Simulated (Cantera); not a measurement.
A closed system holds: 1 mol FeS2, 11 mol H2, 1.3 mol N2, at 0.133 bar.

Equilibrium computed with Cantera from the NASA thermochemical tables; the gas is ideal and each condensed phase is pure. Candidate condensed phases: Fe, FeS, FeS2, S; 16 gas species. FeS: taken at fixed stoichiometry. Kinetics and transport are ignored. All values below are at 1798 K.

Base state: H2 0.832, N2 0.104, H2S 0.0421, S2 0.0162, SH 0.00504, H 0.000879, S 0.000255, Fe 9.61e-5 (mole fractions); condensed: FeS(l).

### Question
What changes in the equilibrium state with this change: FeS2 replaced by V2O3?

### Answer
| species | before | after |
|---|---|---|
| H2 | 0.832 | 0.881 |
| N2 | 0.104 | 0.106 |
| H2O | 0 | 0.0128 |
| H2S | 0.0421 | 0 |
| S2 | 0.0162 | 0 |
| Fe | 9.61e-5 | 0 |
| SH | 0.00504 | 0 |
| S | 0.000255 | 0 |
| FeS(l), mol | 0.999 | 0 |
| VO(s), mol | 0 | 0.315 |
| V2O3(s), mol | 0 | 0.843 |
Mutual solubility and eutectic melting of coexisting phases are not modelled. VO: taken at fixed stoichiometry. Condensed phases not in the tables: the oxides between V2O3 and V2O5 other than VO2. Further candidate phases: H2O, V, VN, VO, V2O3, V2O4, V2O5.

### Question
What changes in the equilibrium state with this change: pressure from 0.133 bar to 1.00 bar?

### Answer
```json
[
 {"species": "H2", "before": "0.832", "after": "0.820"},
 {"species": "N2", "before": "0.104", "after": "0.105"},
 {"species": "H2S", "before": "0.0421", "after": "0.0666"},
 {"species": "S2", "before": "0.0162", "after": "0.00557"},
 {"species": "Fe", "before": "9.61e-5", "after": "7.99e-6"},
 {"species": "S", "before": "0.000255", "after": "5.45e-5"},
 {"species": "H", "before": "0.000879", "after": "0.000319"},
 {"species": "SH", "before": "0.00504", "after": "0.00293"},
 {"species": "FeS(l), mol", "before": "0.999", "after": "1.000"}
]
```
